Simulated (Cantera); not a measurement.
Equilibrium for silicon epitaxy and polysilicon growth: SiCl₄ + HCl + H₂

Input: 1 mol SiCl₄, 4.1 mol HCl, 10 mol H₂, at 10.0 mbar.

Method: chemical equilibrium by Gibbs-energy minimisation in Cantera with the NASA 1993 tables (ideal gas, pure condensed phases). Candidate condensed phases: Si; 19 gas species. The tables' values for SiCl₃, SiCl are old estimates; treat these amounts as uncertain. The numbers say what is thermodynamically allowed, not how fast it happens.

```json
[
 {"T (°C)": "652", "log p H₂": "-2.18", "log p HCl": "-2.57", "log p SiCl₄": "-3.18", "log p SiCl₂": "-7.94", "log p SiCl₃": "-6.36"},
 {"T (°C)": "752", "log p H₂": "-2.18", "log p HCl": "-2.56", "log p SiCl₄": "-3.19", "log p SiCl₂": "-6.30", "log p SiCl₃": "-5.41"},
 {"T (°C)": "852", "log p H₂": "-2.18", "log p HCl": "-2.56", "log p SiCl₄": "-3.22", "log p SiCl₂": "-5.00", "log p SiCl₃": "-4.65"},
 {"T (°C)": "952", "log p H₂": "-2.19", "log p HCl": "-2.53", "log p SiCl₄": "-3.33", "log p SiCl₂": "-4.06", "log p SiCl₃": "-4.15"},
 {"T (°C)": "1052", "log p H₂": "-2.22", "log p HCl": "-2.48", "log p SiCl₄": "-3.65", "log p SiCl₂": "-3.55", "log p SiCl₃": "-3.96"},
 {"T (°C)": "1152", "log p H₂": "-2.24", "log p HCl": "-2.44", "log p SiCl₄": "-4.16", "log p SiCl₂": "-3.34", "log p SiCl₃": "-4.04"},
 {"T (°C)": "1252", "log p H₂": "-2.25", "log p HCl": "-2.43", "log p SiCl₄": "-4.75", "log p SiCl₂": "-3.26", "log p SiCl₃": "-4.24"},
 {"T (°C)": "1352", "log p H₂": "-2.25", "log p HCl": "-2.43", "log p SiCl₄": "-5.32", "log p SiCl₂": "-3.24", "log p SiCl₃": "-4.46"}
]
```
log p: log10 of the partial pressure in bar; nothing condenses.

From 652 °C to 1352 °C nothing is condensed. The main Si-bearing gas is SiCl₄ at 652 °C and SiCl₂ at 1352 °C.
